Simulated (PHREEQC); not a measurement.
Consider water at 20 °C with 2.2 mmol/kgw HF, 0.032 mmol/kgw KF, 1.6 mmol/kgw H4SiO4 and 54 mmol/kgw HCl. Closed to the air; pH follows from the charge balance.

All values are PHREEQC results (ion-association model, phreeqc.dat), not measurements.

The pH is 1.34 and the ionic strength comes out as 0.0541 mol/kgw. The specific conductance is 17800 µS/cm. The density comes out as 0.999 g/cm³. The total alkalinity comes out as -56.2 meq/kg.

```tsv
species	molality	activity	log γ
H+	0.0541	0.0461	-0.070
Cl-	0.0540	0.0438	-0.091
HF	0.00197	0.00199	0.005
H4SiO4	0.00156	0.00158	0.005
F-	3.91e-5	3.15e-5	-0.093
SiF6-2	3.74e-5	1.71e-5	-0.341
K+	3.20e-5	2.59e-5	-0.092
HF2-	2.83e-7	2.31e-7	-0.087
```

Precipitation was switched off in this run. Saturation is exceeded, for instance for Quartz (slow to form), Chalcedony (slow to form); the values hold only as long as no solid forms. SiF6-2 is the database's only silicon fluoride.
